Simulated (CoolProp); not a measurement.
The fluid at 246.9 K and 0.125 MPa expands adiabatically to 0.0193 MPa with isentropic efficiency 0.85. The same conditions are run with several fluids, on thermodynamics alone (safety and materials aside).

Computed with CoolProp (reference Helmholtz-energy equation of state of each fluid (ethylene: Smukala 2000; carbon monoxide: Lemmon 2006; hydrogen chloride: Thol 2018)).

Problem. Rank ethylene, carbon monoxide, hydrogen chloride by work (kJ/kg), highest first.

Solution. ethylene (93.5), carbon monoxide (90.0), hydrogen chloride (69.2)

| fluid | final temperature (K) | final phase | final density (kg/m³) |
|---|---|---|---|
| ethylene | 172.6 | gas | 0.379 |
| carbon monoxide | 160.0 | gas | 0.407 |
| hydrogen chloride | 163.2 | two-phase, vapour fraction 0.992 | 0.528 |
